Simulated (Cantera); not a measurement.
A diamond (100) surface in a fixed gas of H2 with x(CH4) = 0.0073, x(H) = 0.0068, at 975 K, 0.0237 atm; coverages are run to steady state.

Cantera simulation using the Harris–Goodwin 1993 mechanism for the reconstructed diamond (100) surface; the numbers are that mechanism's predictions, not measurements.

θ: site fractions in the mechanism's names (c6HH fully hydrogenated, c6H* and c6*H radical sites, c6** diradical, c6HM methylated).

```csv
x(CH3),growth (µm/h),θ c6HH,θ c6H*,θ c6*H,θ c6**,θ c6HM
1e-06,0.0110,0.620,0.0162,0.356,0.00812,8.65e-5
2.5e-06,0.0275,0.620,0.0162,0.356,0.00812,0.000216
6e-06,…,0.620,0.0162,0.355,0.00811,…
1.5e-05,0.164,0.619,0.0162,0.355,0.00810,0.00130
3.6e-05,0.394,0.617,0.0161,0.354,0.00807,0.00310
8.9e-05,…,0.614,0.0160,0.352,0.00801,…
0.00022,2.35,0.605,0.0158,0.347,0.00785,0.0185
0.00054,5.54,0.584,0.0152,0.335,0.00749,0.0437
0.0013,12.2,0.541,0.0141,0.309,0.00673,0.0963
```

Question: What belongs in the gaps?

Answer: 
- 6e-06, growth (µm/h): 0.0659
- 6e-06, θ c6HM: 0.000519
- 8.9e-05, growth (µm/h): 0.967
- 8.9e-05, θ c6HM: 0.00761
